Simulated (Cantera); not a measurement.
Input: 1 mol CO2, 0.38 mol SO2, 8.7 mol N2, held at 998.15 K and 23.0 mbar.

Equilibrium computed with Cantera from the NASA thermochemical tables; the gas is ideal and each condensed phase is pure. Candidate condensed phases: C, S; 35 gas species. Equilibrium is a limit: real reactors are often held back by kinetics, nucleation or transport.

Problem. What is the equilibrium state?

Solution. 
```
Quantity                                    Value
--------------------------------------  ---------
x(N2)                                       0.863
x(CO2)                                     0.0992
x(SO2)                                     0.0377
gas amount                              10.08 mol
log10 activity of S(l) (absent)             -8.44
log10 activity of C(graphite) (absent)     -13.27
```
